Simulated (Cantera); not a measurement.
Input: 1 mol SiO2, 8.8 mol HBr, 0.42 mol H2, equilibrated at 13.3 mbar.

Cantera equilibrium calculation (NASA polynomials, part measured and part estimated; ideal gas, pure solids and liquids). Candidate condensed phases: Br2, H2O, Si, SiO2; 28 gas species. The tables hold silica as quartz up to 1696 K and as liquid above; real silica turns to tridymite and cristobalite and melts near 1996 K. Equilibrium is a limit: real reactors are often held back by kinetics, nucleation or transport.

What share of the Si ends up in condensed phases as a function of T (K), at 1298, 1398, 1498, 1598, 1698, 1798, 1898?


| T (K) | Si condensed (%) | as |
|---|---|---|
| 1298 | 100.0 | SiO2(β-quartz) |
| 1398 | 99.9 | SiO2(β-quartz) |
| 1498 | 99.9 | SiO2(β-quartz) |
| 1598 | 99.6 | SiO2(β-quartz) |
| 1698 | 98.5 | SiO2(condensed) |
| 1798 | 95.1 | SiO2(condensed) |
| 1898 | 86.1 | SiO2(condensed) |
